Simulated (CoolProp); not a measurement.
Saturation properties of cyclohexane (Tc = 553.6 K, pc = 4081 kPa, ω = 0.209).

The numbers come from the reference Helmholtz-energy equation of state, Zhou 2014 in CoolProp.

```tsv
T (K)	p (kPa)	liquid viscosity (µPa s)	vapour viscosity (µPa s)
355.5	106.4	404	8.14
366.6	146.3	356	8.36
377.7	196.9	316	8.59
388.8	259.8	282	8.83
399.9	337.0	253	9.09
411	430.2	228	9.35
422.1	541.5	207	9.64
433.3	674.2	187	9.96
444.4	828.1	171	10.3
455.5	1006	156	10.7
466.6	1211	142	11.2
477.7	1445	130	11.7
```

It boils at 353.9 K under 1 atm.

Viscosity comes from a separate model (Tariq 2014).
